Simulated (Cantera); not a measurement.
Cantera run, input and output.

```python
import numpy as np
import cantera as ct

gas = ct.Solution("gri30.yaml")
gas.TPX = 800, 82000, {'C3H8': 1, 'O2': 2.78, 'N2': 10.4, 'CO2': 1.1}
inlet = ct.Reservoir(gas, clone=True)
gas.equilibrate("HP")  # start burning
reactor = ct.IdealGasConstPressureReactor(gas, energy="on", clone=False)
exhaust = ct.Reservoir(gas, clone=True)
tau = [0.2, 0.099, 0.05, 0.025, 0.013, 0.0065, 0.0033, 0.0016, 0.00083, 0.00042, 0.00021, 0.00011, 5.4e-05][0]
for a, b in ((inlet, reactor), (reactor, exhaust)):
    ct.MassFlowController(a, b, mdot=lambda t: reactor.mass / tau)
net = ct.ReactorNet([reactor])
show = ['C3H8', 'O2', 'CO2', 'NO', 'CH2O']

rows = []
print(f"{'tau/s':>10s}{'T/K':>9s}" + "".join(f"{s:>11s}" for s in show))
for tau in [0.2, 0.099, 0.05, 0.025, 0.013, 0.0065, 0.0033, 0.0016, 0.00083, 0.00042, 0.00021, 0.00011, 5.4e-05]:
    net.initial_time = 0.0
    net.advance(30 * tau)
    before = gas.X
    net.advance(40 * tau)
    drift = np.max(np.abs(gas.X - before) / (gas.X + 1e-9))
    rows.append([gas.T, *gas[show].X, drift])
    print(f"{tau:10.3e}{gas.T:9.1f}" + "".join(f"{x:11.3e}" for x in gas[show].X))
```

Result:

```
     tau/s      T/K       C3H8         O2        CO2         NO       CH2O
 2.000e-01   2011.5  4.047e-07  5.867e-05  6.100e-02  1.131e-04  1.438e-06
 9.900e-02   2010.4  7.674e-07  1.039e-04  6.125e-02  1.263e-04  2.498e-06
 5.000e-02   2009.1  1.420e-06  1.801e-04  6.160e-02  1.342e-04  4.214e-06
 2.500e-02   2007.2  2.635e-06  3.125e-04  6.207e-02  1.363e-04  7.048e-06
 1.300e-02   2004.5  4.703e-06  5.221e-04  6.263e-02  1.319e-04  1.129e-05
 6.500e-03   2000.0  8.702e-06  8.979e-04  6.336e-02  1.193e-04  1.842e-05
 3.300e-03   1992.9  1.604e-05  1.532e-03  6.422e-02  9.951e-05  2.958e-05
 1.600e-03   1979.7  3.161e-05  2.751e-03  6.528e-02  7.356e-05  4.919e-05
 8.300e-04   1958.4  6.114e-05  4.803e-03  6.638e-02  4.945e-05  7.915e-05
 4.200e-04   1914.9  1.353e-04  9.167e-03  6.784e-02  2.582e-05  1.362e-04
 2.100e-04    800.0  6.545e-02  1.819e-01  7.199e-02  2.314e-21  3.499e-14
 1.100e-04    800.0  6.545e-02  1.819e-01  7.199e-02 -1.225e-27  8.709e-15
 5.400e-05    800.0  6.545e-02  1.819e-01  7.199e-02 -3.499e-32  1.771e-15
```

Detailed kinetics in Cantera: GRI-Mech 3.0 (53 species, 325 reactions). GRI-Mech 3.0 was tuned for natural gas; its chemistry of propane as a main component is partial and can be far from experiment.
